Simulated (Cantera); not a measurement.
Charge: 1 mol PbO, 0.1 mol CO, 24 mol H₂, equilibrated at 1025 K and 5.30 mbar.

These are equilibrium values from Cantera (NASA tables, ideal gas, pure condensed phases), not measurements of a reactor. Candidate condensed phases: C, C₆H₆, C₇H₈, C₈H₁₈, H₂O, Pb, PbO, PbO₂, Pb₃O₄; 113 gas species. The numbers say what is thermodynamically allowed, not how fast it happens.

Base state: H₂ 0.950, H₂O 0.0411, Pb 0.00525, CO 0.00391, CO₂ 0.000219 (mole fractions); condensed: Pb(l).

### Question
What changes in the equilibrium state with this change: pressure from 5.30 mbar to 0.133 bar?

### Answer
```csv
species,before,after
H₂,0.950,0.954
H₂O,0.0411,0.0413
CO,0.00391,0.00390
Pb,0.00525,0.000209
CH₄,4.46e-8,2.85e-5
CO₂,0.000219,0.000219
"Pb(l), mol",0.873,0.995
```
